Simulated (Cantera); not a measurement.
Cantera run:

```python
import numpy as np
import cantera as ct

gas_names = """
    C CH CH2 CH3 CH4 C2 C2H C2H2,acetylene C2H2,vinylidene C2H3,vinyl C2H4 C2H5 C2H6 C3 C3H3,propargyl
    C3H4,allene C3H4,propyne C3H4,cyclo- C3H5,allyl C3H6,propylene C3H6,cyclo- C3H7,n-propyl
    C3H7,i-propyl C3H8 C4 C4H2 C4H4,1,3-cyclo- C4H6,butadiene C4H6,2-butyne C4H6,cyclo- C4H8,1-butene
    C4H8,cis2-buten C4H8,tr2-butene C4H8,isobutene C4H8,cyclo- C4H9,n-butyl C4H9,i-butyl C4H9,s-butyl
    C4H9,t-butyl C4H10,isobutane C4H10,n-butane C5 C5H6,1,3cyclo- C5H8,cyclo- C5H10,1-pentene
    C5H10,cyclo- C5H11,pentyl C5H11,t-pentyl C5H12,n-pentane C5H12,i-pentane CH3C(CH3)2CH3 C6H2
    C6H5,phenyl C6H6 C6H10,cyclo- C6H12,1-hexene C6H12,cyclo- C6H13,n-hexyl C7H7,benzyl C7H8
    C7H14,1-heptene C7H15,n-heptyl C7H16,n-heptane C8H8,styrene C8H10,ethylbenz C8H16,1-octene
    C8H17,n-octyl C8H18,isooctane C8H18,n-octane C9H19,n-nonyl C10H8,naphthale C10H21,n-decyl
    C12H9,o-bipheny C12H10,bipheny H H2 Si SiC SiC2 SiC4H12 SiH SiH2 SiH3 SiH4 Si2 Si2C Si3
""".split()
cond_names = """
    C(gr) C6H6(L) C7H8(L) C8H18(L),n-octa Si(cr) Si(L) SiC(b)
""".split()


def load(file, names, dense=False):
    # The tables refer to 1 bar. Condensed volumes are neglected.
    table = {s.name: s for s in ct.Species.list_from_file(file)}
    out = []
    for n in names:
        d = dict(table[n].input_data)
        d["thermo"] = dict(d["thermo"], **{"reference-pressure": 1e5})
        if dense:
            d["equation-of-state"] = {"model": "constant-volume", "density": "1e6 g/cm^3"}
        out.append(ct.Species.from_dict(d))
    return out


gas = ct.Solution(thermo="ideal-gas", species=load("nasa_gas.yaml", gas_names))
cond = {s.name: ct.Solution(thermo="fixed-stoichiometry", species=[s], name=s.name)
        for s in load("nasa_condensed.yaml", cond_names, dense=True)}
atoms = {
    'CH3SiH3': {'C': 1, 'H': 6, 'Si': 1},
    'C2H4': {'C': 2, 'H': 4},
    'H2': {'H': 2},
}
top_T = {'C(gr)': 4500, 'SiC(b)': 3050}  # K; cautious upper limits of use, not melting points


def equilibrate(T, P, feed):
    n = {}
    for name, mol in feed.items():
        for a, k in atoms[name].items():
            n[a] = n.get(a, 0.0) + k * mol
    gas.TPX = T, P, n
    mass = sum(n.values()) * gas.mean_molecular_weight
    gas.equilibrate("TP")
    valid = [c for c in cond.values() if c.min_temp <= T <= top_T.get(c.name, c.max_temp)]
    mix = ct.Mixture([(gas, mass / gas.mean_molecular_weight)] + [(c, 0.0) for c in valid])
    mix.T, mix.P = T, P
    mix.equilibrate("TP", solver="vcs", rtol=1e-11, max_steps=5000)
    return mix


results = []
feed = {'CH3SiH3': 1, 'C2H4': 0.069, 'H2': 910}  # mol
T = 1700  # K
for P in [100, 270, 720, 1900, 5200, 14000, 37000, 100000]:
    mix = equilibrate(T, P, feed)
    results.append((T, P, feed, dict(zip(mix.species_names, mix.species_moles))))

top = {s: max(r[3][s] / sum(r[3][g] for g in gas_names) for r in results) for s in gas_names}
cols = sorted((s for s in top if top[s] > 0.001), key=lambda s: -top[s])[:7]
seen = [c for c in cond_names if any(r[3].get(c, 0) > 1e-12 for r in results)]
print("log10 of partial pressures in bar; condensed amounts in mol")
print(f"{'P/Pa':>10s}" + "".join(f"{s[:9]:>10s}" for s in cols + seen))
for T, P, feed, n in results:
    ng = sum(n[g] for g in gas_names)
    print(f"{P:10.4g}" + "".join(f"{np.log10(max(n[s] / ng * P / 1e5, 1e-99)):10.3f}" for s in cols)
          + "".join(f"{n.get(c, 0):10.4g}" for c in seen))
```

Result:

```
log10 of partial pressures in bar; condensed amounts in mol
      P/Pa        H2         H     C(gr)    SiC(b)
       100    -3.002    -5.333     0.013      0.99
       270    -2.570    -5.117  0.005145    0.9961
       720    -2.143    -4.903         0    0.9983
      1900    -1.722    -4.693         0    0.9992
      5200    -1.284    -4.474         0    0.9995
   1.4e+04    -0.854    -4.259         0    0.9995
   3.7e+04    -0.432    -4.048         0    0.9993
     1e+05    -0.000    -3.832         0    0.9983
```

These are equilibrium values from Cantera (NASA tables, ideal gas, pure condensed phases), not measurements of a reactor. The feed counts by its element totals alone.
